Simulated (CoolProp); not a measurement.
Vapour-liquid equilibrium of propylene (1) + R142b (2) at 49.85 °C; x and y are mole fractions of (1).

The numbers come from the multi-fluid Helmholtz-energy mixture model, Lemmon 2013 and Lemmon 2006; pair parameters Bell 2016 in CoolProp.

```json
[
 {"x": "0.05", "bubble pressure, mixture model (MPa)": "0.7506", "bubble pressure, Raoult's law (MPa)": "0.7482", "y, mixture model": "0.124", "y, Raoult's law": "0.137"},
 {"x": "0.2", "bubble pressure, mixture model (MPa)": "0.9668", "bubble pressure, Raoult's law (MPa)": "0.9533", "y, mixture model": "0.395", "y, Raoult's law": "0.429"},
 {"x": "0.35", "bubble pressure, mixture model (MPa)": "[?]", "bubble pressure, Raoult's law (MPa)": "1.158", "y, mixture model": "0.573", "y, Raoult's law": "0.619"},
 {"x": "0.5", "bubble pressure, mixture model (MPa)": "[?]", "bubble pressure, Raoult's law (MPa)": "1.364", "y, mixture model": "0.700", "y, Raoult's law": "0.751"},
 {"x": "0.65", "bubble pressure, mixture model (MPa)": "1.587", "bubble pressure, Raoult's law (MPa)": "1.569", "y, mixture model": "[?]", "y, Raoult's law": "0.848"},
 {"x": "0.8", "bubble pressure, mixture model (MPa)": "[?]", "bubble pressure, Raoult's law (MPa)": "1.774", "y, mixture model": "0.887", "y, Raoult's law": "0.923"},
 {"x": "0.95", "bubble pressure, mixture model (MPa)": "1.980", "bubble pressure, Raoult's law (MPa)": "1.979", "y, mixture model": "0.971", "y, Raoult's law": "0.983"}
]
```

**Question.** Some entries are withheld; supply them.

**Answer.** 
- 0.35, bubble pressure, mixture model (MPa): 1.181
- 0.5, bubble pressure, mixture model (MPa): 1.388
- 0.65, y, mixture model: 0.800
- 0.8, bubble pressure, mixture model (MPa): 1.783

The largest gap from Raoult's law is +2.0 % in bubble pressure, at x = 0.35. No azeotrope shows between x = 0.05 and 0.95.

Pair parameters are fitted to limited data, so mixtures are less certain than the pure fluids.
